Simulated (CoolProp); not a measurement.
R13 at 179.52 K and 0.026 MPa is throttled through a valve to 0.00638 MPa with no heat exchange. Each further row changes one setting.

Computed with CoolProp (reference Helmholtz-energy equation of state, Platzer 1990). This equation is an older, rougher fit.

| case | temperature change (K) | final density (kg/m³) |
|---|---|---|
| as stated | ___ | ___ |
| outlet pressure 0.00191 MPa | ___ | ___ |
| outlet pressure 0.00829 MPa | ___ | ___ |

What belongs in the gaps?


- as stated, temperature change (K): -1.0
- as stated, final density (kg/m³): 0.450
- outlet pressure 0.00191 MPa, temperature change (K): -1.2
- outlet pressure 0.00191 MPa, final density (kg/m³): 0.135
- outlet pressure 0.00829 MPa, temperature change (K): -0.9
- outlet pressure 0.00829 MPa, final density (kg/m³): 0.585
